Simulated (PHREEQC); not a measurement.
**Phosphoric acid bath (model solution)**

Make-up at 49 °C: 0.2 mol KH2PO4 and 5.1e-05 mol H2SO4 per kg of water. Closed to the air; pH follows from the charge balance.

All values are PHREEQC results (ion-association model, wateq4f.dat), not measurements.

No solid was allowed to form.

**Question.** What pH, ionic strength, activity of water does the model give?

**Answer.** pH 4.40; ionic strength 0.201 mol/kgw; activity of water 0.993.

**Question.** In which forms is S present?

**Answer.** SO4-2 65 %, KSO4- 35 % of the S.

H3PO4, which wateq4f.dat lacks, is added to it with the constant of phreeqc.dat. Constants without temperature data keep their 25 °C values here.
